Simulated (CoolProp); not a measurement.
A single-stage vapour-compression cycle with R22: evaporating at 265.15 K (dew point), condensing at 317.15 K (bubble point), superheat 5 K, subcooling 2 K, compressor efficiency 0.6, no pressure losses. Each further row changes one setting.

The numbers come from the reference Helmholtz-energy equation of state, Kamei 1995 in CoolProp.

```json
[
 {"case": "as stated", "cooling COP": "2.38", "pressure ratio": "4.44", "discharge temperature (K)": "376.2", "refrigerating effect (kJ/kg)": "153", "volumetric capacity (kJ/m³)": "2450"},
 {"case": "evaporating temperature 270.15 K", "cooling COP": "2.74", "pressure ratio": "3.74", "discharge temperature (K)": "369.6", "refrigerating effect (kJ/kg)": "155", "volumetric capacity (kJ/m³)": "2920"},
 {"case": "condensing temperature 312.15 K", "cooling COP": "2.72", "pressure ratio": "3.93", "discharge temperature (K)": "367.3", "refrigerating effect (kJ/kg)": "160", "volumetric capacity (kJ/m³)": "2550"},
 {"case": "subcooling 7 K", "cooling COP": "2.48", "pressure ratio": "4.44", "discharge temperature (K)": "376.2", "refrigerating effect (kJ/kg)": "160", "volumetric capacity (kJ/m³)": "2550"},
 {"case": "superheat 15 K", "cooling COP": "2.37", "pressure ratio": "4.44", "discharge temperature (K)": "388.4", "refrigerating effect (kJ/kg)": "160", "volumetric capacity (kJ/m³)": "2440"},
 {"case": "compressor efficiency 0.5", "cooling COP": "1.98", "pressure ratio": "4.44", "discharge temperature (K)": "391.5", "refrigerating effect (kJ/kg)": "153", "volumetric capacity (kJ/m³)": "2450"}
]
```
